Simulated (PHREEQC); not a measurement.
1 kg of water holding 0.0023 mol K2SO4 and 0.32 mol MgSO4 is evaporated at 50 °C; the solids stay in contact with the brine. No CO2 enters from the air. Solids allowed: Arcanite, Brucite, Epsomite, Hexahydrite, Kieserite, Leonite, Misenite, Schoenite. Others were left out.

The numbers come from PHREEQC with the Pitzer model, pitzer.dat.

### Question
Predict ionic strength, water activity, S in solution (mol/kgw), Mg in solution (mol/kgw) at water left (kg) = 0.375, 0.09502, 0.07809, 0.01611.

### Answer
| water left (kg) | ionic strength | water activity | S in solution (mol/kgw) | Mg in solution (mol/kgw) |
|---|---|---|---|---|
| 0.375 | 3.43 | 0.985 | 0.859 | 0.853 |
| 0.09502 | 13.5 | 0.891 | 3.39 | 3.37 |
| 0.07809 | 16.5 | 0.840 | 4.13 | 4.10 |
| 0.01611 | 17.3 | 0.827 | 4.36 | 4.22 |

Species that the database lacks are ignored. At this temperature some constants are extrapolated from 25 °C, and those without enthalpy data are left unchanged.
